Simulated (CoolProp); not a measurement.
The fluid at 467.58 K and 1.71 MPa expands adiabatically to 0.138 MPa with isentropic efficiency 0.8. The same conditions are run with several fluids, on thermodynamics alone (safety and materials aside).

Computed with CoolProp (reference Helmholtz-energy equation of state of each fluid (n-pentane: Thol 2019; propylene: Lemmon 2013; n-butane: Bücker 2006; cyclopropane: Polt 1992; dry air: Lemmon 2000)). The equations of Platzer and Polt are older, rougher fits. Blends and air are pseudo-pure fits.

```tsv
fluid	work (kJ/kg)	final temperature (K)	final density (kg/m³)
n-pentane	91.6	411.8	2.97
propylene	159	379.7	1.86
n-butane	117	405.8	2.41
cyclopropane	158	377.6	1.87
dry air	193	275.9	1.74
```
